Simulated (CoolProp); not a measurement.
Saturated liquid density (kg/m³) of n-octane: the reference equation beside estimates from Tc = 295.6 °C, pc = 24.84 bar, ω = 0.398.

Model: reference Helmholtz-energy equation of state, Beckmüller 2019, in CoolProp.

| T (°C) | reference | van der Waals | Peng-Robinson |
|---|---|---|---|
| 65.45 | 665.0 | 371.0 | 646.8 |
| 89.75 | 644.0 | 359.9 | 628.7 |
| 114.05 | 622.1 | 348.1 | 608.2 |
| 138.35 | 598.9 | [?] | 584.9 |
| 162.65 | 574.0 | 321.3 | 558.1 |
| 186.95 | [?] | 305.8 | 526.9 |
| 211.25 | 516.2 | 288.4 | [?] |
| 235.65 | 480.2 | 268.0 | 444.6 |
| 259.95 | [?] | 242.9 | 386.4 |
| 284.25 | 364.1 | 206.2 | [?] |

Problem. Some entries are withheld; supply them.

Solution. 
- 138.35, van der Waals: 335.3
- 186.95, reference: 546.7
- 211.25, Peng-Robinson: 489.9
- 259.95, reference: 434.9
- 284.25, Peng-Robinson: 299.7

Absolute difference from the reference over all 10 rows, mean and median: van der Waals 44.0 and 44.1 %, Peng-Robinson 5.7 and 3.2 %.
